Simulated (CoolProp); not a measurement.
The numbers come from the reference Helmholtz-energy equation of state, Lemmon 2009 in CoolProp.

Question: For propane, give the phase and the cp (kJ/(kg K)), speed of sound (m/s), conductivity (mW/(m K)) at 108.25 °C and 567 kPa; 108.25 °C and 1130 kPa.

Answer: 
- 108.25 °C and 567 kPa: gas; cp 2.09, speed of sound 272, conductivity 28.9
- 108.25 °C and 1130 kPa: gas; cp 2.16, speed of sound 262, conductivity 29.5

Thermal conductivity comes from a separate model (Marsh 2002).
